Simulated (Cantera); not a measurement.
## Thermodynamics of boron, boron nitride and boron oxide, feed B₂O₃ + H₂ + N₂

Feed: 1 mol B₂O₃, 3.1 mol H₂, 0.41 mol N₂, at 13300 Pa.

Equilibrium computed with Cantera from the NASA thermochemical tables; the gas is ideal and each condensed phase is pure. Candidate condensed phases: B, BN, B₂O₃, B₃O₃H₃, H₂O; 39 gas species. Rates play no part.

From 1825 K to 1925 K the condensed part is B₂O₃(l). From 1975 K to 2275 K nothing is condensed. The main B-bearing gas is B₂O₃ throughout.

```json
[
 {"T (K)": "1825", "x H₂": "0.782", "x B₂O₃": "0.0362", "x N₂": "0.108", "x HBO₂": "0.0345", "x HBO": "0.0303", "x BO": "0.000717", "x H": "0.00107", "x B₂O₂": "0.00427", "x H₂O": "0.00254", "n B₂O₃(l)": "0.722"},
 {"T (K)": "1875", "x H₂": "0.722", "x B₂O₃": "0.0698", "x N₂": "0.102", "x HBO₂": "0.0511", "x HBO": "0.0407", "x BO": "0.00141", "x H": "0.00153", "x B₂O₂": "0.00764", "x H₂O": "0.00317", "n B₂O₃(l)": "0.502"},
 {"T (K)": "1925", "x H₂": "0.632", "x B₂O₃": "0.130", "x N₂": "0.0924", "x HBO₂": "0.0727", "x HBO": "0.0517", "x BO": "0.00266", "x H": "0.00208", "x B₂O₂": "0.0130", "x H₂O": "0.00377", "n B₂O₃(l)": "0.0854"},
 {"T (K)": "1975", "x H₂": "0.613", "x B₂O₃": "0.138", "x N₂": "0.0906", "x HBO₂": "0.0781", "x HBO": "0.0551", "x BO": "0.00392", "x H": "0.00293", "x B₂O₂": "0.0140", "x H₂O": "0.00442", "n B₂O₃(l)": "0"},
 {"T (K)": "2025", "x H₂": "0.608", "x B₂O₃": "0.135", "x N₂": "0.0905", "x HBO₂": "0.0803", "x HBO": "0.0571", "x BO": "0.00547", "x H": "0.00411", "x B₂O₂": "0.0141", "x H₂O": "0.00518", "n B₂O₃(l)": "0"},
 {"T (K)": "2075", "x H₂": "0.603", "x B₂O₃": "0.132", "x N₂": "0.0903", "x HBO₂": "0.0823", "x HBO": "0.0589", "x BO": "0.00749", "x H": "0.00567", "x B₂O₂": "0.0140", "x H₂O": "0.00602", "n B₂O₃(l)": "0"},
 {"T (K)": "2125", "x H₂": "0.598", "x B₂O₃": "0.128", "x N₂": "0.0901", "x HBO₂": "0.0843", "x HBO": "0.0604", "x BO": "0.0101", "x H": "0.00769", "x B₂O₂": "0.0140", "x H₂O": "0.00697", "n B₂O₃(l)": "0"},
 {"T (K)": "2175", "x H₂": "0.592", "x B₂O₃": "0.125", "x N₂": "0.0898", "x HBO₂": "0.0862", "x HBO": "0.0617", "x BO": "0.0133", "x H": "0.0103", "x B₂O₂": "0.0138", "x H₂O": "0.00803", "n B₂O₃(l)": "0"},
 {"T (K)": "2225", "x H₂": "0.585", "x B₂O₃": "0.121", "x N₂": "0.0895", "x HBO₂": "0.0879", "x HBO": "0.0626", "x BO": "0.0173", "x H": "0.0136", "x B₂O₂": "0.0135", "x H₂O": "0.00922", "n B₂O₃(l)": "0"},
 {"T (K)": "2275", "x H₂": "0.578", "x B₂O₃": "0.117", "x N₂": "0.0891", "x HBO₂": "0.0895", "x HBO": "0.0630", "x BO": "0.0221", "x H": "0.0177", "x B₂O₂": "0.0131", "x H₂O": "0.0105", "n B₂O₃(l)": "0"}
]
```
x: gas mole fraction; n: condensed amount in mol.
